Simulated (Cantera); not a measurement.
Cantera run:

```python
import numpy as np
import cantera as ct

gas_names = """
    H HO2 H2 H2O H2O2 O OH O2 O3 Ta TaO TaO2
""".split()
cond_names = """
    H2O(s) H2O(L) Ta(cr) Ta(L) Ta2O5(s) Ta2O5(L)
""".split()


def load(file, names, dense=False):
    # The tables refer to 1 bar. Condensed volumes are neglected.
    table = {s.name: s for s in ct.Species.list_from_file(file)}
    out = []
    for n in names:
        d = dict(table[n].input_data)
        d["thermo"] = dict(d["thermo"], **{"reference-pressure": 1e5})
        if dense:
            d["equation-of-state"] = {"model": "constant-volume", "density": "1e6 g/cm^3"}
        out.append(ct.Species.from_dict(d))
    return out


gas = ct.Solution(thermo="ideal-gas", species=load("nasa_gas.yaml", gas_names))
cond = {s.name: ct.Solution(thermo="fixed-stoichiometry", species=[s], name=s.name)
        for s in load("nasa_condensed.yaml", cond_names, dense=True)}
atoms = {
    'Ta2O5': {'Ta': 2, 'O': 5},
    'H2': {'H': 2},
    'H2O': {'H': 2, 'O': 1},
}
top_T = {}  # K; cautious upper limits of use, not melting points


def equilibrate(T, P, feed):
    n = {}
    for name, mol in feed.items():
        for a, k in atoms[name].items():
            n[a] = n.get(a, 0.0) + k * mol
    gas.TPX = T, P, n
    mass = sum(n.values()) * gas.mean_molecular_weight
    gas.equilibrate("TP")
    valid = [c for c in cond.values() if c.min_temp <= T <= top_T.get(c.name, c.max_temp)]
    mix = ct.Mixture([(gas, mass / gas.mean_molecular_weight)] + [(c, 0.0) for c in valid])
    mix.T, mix.P = T, P
    mix.equilibrate("TP", solver="vcs", rtol=1e-11, max_steps=5000)
    return mix


results = []
feed = {'Ta2O5': 1, 'H2': 720, 'H2O': 0.041}  # mol
T = 2123  # K
for P in [10, 68, 460, 3200, 22000, 150000, 1000000]:
    mix = equilibrate(T, P, feed)
    results.append((T, P, feed, dict(zip(mix.species_names, mix.species_moles))))
    x = sorted(zip(gas.X, gas.species_names), reverse=True)
    print(f"T = {T:g} K  P = {P:g} Pa  gas = {mix.phase_moles(0):.4g} mol")
    print("   x: " + "  ".join(f"{s} {v:.3e}" for v, s in x if v > 1e-05))
    print("   condensed (mol): " + ("  ".join(f"{mix.phase(i).name} {mix.phase_moles(i):.4g}"
          for i in range(1, mix.n_phases) if mix.phase_moles(i) > 1e-12) or "none"))
```

Output:

```
T = 2123 K  P = 10 Pa  gas = 849.2 mol
   x: H2 6.965e-01  H 2.994e-01  TaO2 1.881e-03  H2O 1.590e-03  TaO 4.743e-04  OH 8.451e-05  O 2.576e-05
   condensed (mol): none
T = 2123 K  P = 68 Pa  gas = 771.5 mol
   x: H2 8.674e-01  H 1.281e-01  TaO2 2.044e-03  H2O 1.860e-03  TaO 5.485e-04  OH 3.398e-05
   condensed (mol): none
T = 2123 K  P = 460 Pa  gas = 740.5 mol
   x: H2 9.440e-01  H 5.139e-02  H2O 2.740e-03  TaO2 1.563e-03  TaO 3.100e-04  OH 1.844e-05
   condensed (mol): Ta(cr) 0.4315  Ta2O5(L) 0.09074
T = 2123 K  P = 3200 Pa  gas = 727.5 mol
   x: H2 9.771e-01  H 1.982e-02  H2O 2.836e-03  TaO2 2.247e-04  TaO 4.456e-05
   condensed (mol): Ta(cr) 0.7587  Ta2O5(L) 0.5227
T = 2123 K  P = 22000 Pa  gas = 722.8 mol
   x: H2 9.895e-01  H 7.608e-03  H2O 2.872e-03  TaO2 3.268e-05
   condensed (mol): Ta(cr) 0.8072  Ta2O5(L) 0.5823
T = 2123 K  P = 150000 Pa  gas = 721.1 mol
   x: H2 9.942e-01  H 2.921e-03  H2O 2.885e-03
   condensed (mol): Ta(cr) 0.8151  Ta2O5(L) 0.5904
T = 2123 K  P = 1e+06 Pa  gas = 720.4 mol
   x: H2 9.960e-01  H2O 2.891e-03  H 1.132e-03
   condensed (mol): Ta(cr) 0.8166  Ta2O5(L) 0.5914
```

Method: chemical equilibrium by Gibbs-energy minimisation in Cantera with the NASA 1993 tables (ideal gas, pure condensed phases). Mutual solubility and eutectic melting of coexisting phases are not modelled. Condensed phases not in the tables: N, O or C dissolved in the metal.
